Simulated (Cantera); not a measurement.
An isothermal, constant-pressure homogeneous reactor starts with NO : N2 = 1 : 0.62 (molar parts), at 1950 K and 128 Torr. Integrator tolerance rtol = 1e-08.

Cantera simulation using GRI-Mech 3.0 (53 species, 325 reactions); the numbers are that mechanism's predictions, not measurements.

**Question.** What does this change do: pressure from 128 Torr to 11.3 Torr?

**Answer.** 
```
quantity                                             before                                    after
----------------  -----------------------------------------  ---------------------------------------
x(NO) at 90.0 s     0.00754 (gas-phase equilibrium 0.00751)   0.0168 (gas-phase equilibrium 0.00750)
x(NO2) at 90.0 s    7.03e-6 (gas-phase equilibrium 7.00e-6)  4.59e-6 (gas-phase equilibrium 2.07e-6)
x(O2) at 90.0 s         0.304 (gas-phase equilibrium 0.304)      0.299 (gas-phase equilibrium 0.304)
x(O) at 90.0 s    0.000608 (gas-phase equilibrium 0.000608)  0.00203 (gas-phase equilibrium 0.00204)
x(N2O) at 90.0 s    1.63e-7 (gas-phase equilibrium 1.63e-7)  9.58e-8 (gas-phase equilibrium 4.84e-8)
x(N2) at 90.0 s         0.687 (gas-phase equilibrium 0.687)      0.682 (gas-phase equilibrium 0.687)
```
Radical loss at walls, strong at low pressure, is not modelled.
